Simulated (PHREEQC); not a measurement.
Make-up at 20 °C: 0.0028 mol/kgw (NH4)2HPO4. Closed to the air; pH follows from the charge balance.

Model: ion-association model, wateq4f.dat, run in PHREEQC.

Q: The ionic strength comes out as 0.00790 mol/kgw. What activity coefficients do HPO4-2, H2PO4-, NH4+ get?

A: HPO4-2 0.70, H2PO4- 0.91, NH4+ 0.91.

This is a speciation only: nothing precipitates in the calculation. Species that the database lacks are ignored. H3PO4, which wateq4f.dat lacks, is added to it with the constant of phreeqc.dat.
